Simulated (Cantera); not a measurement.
Standard-state values (1 bar) from the NASA 1993 polynomials, evaluated with Cantera. Values are per mole of reaction as written; species without (g) are pure solids or liquids, kept so even where they would boil at 1 bar.

**Question.** Between 300 and 800 K, where is each reaction favourable under standard conditions?
- 7 S + 2 CH3(g) = 2 CS2(g) + 3 H2S(g)

**Answer.** 
- 7 S + 2 CH3(g) = 2 CS2(g) + 3 H2S(g): ΔG° is -266 kJ at 300 K and -462 kJ at 800 K; it stays negative (K > 1). ΔH° is -189 kJ and ΔS° 342 J/K at 800 K.
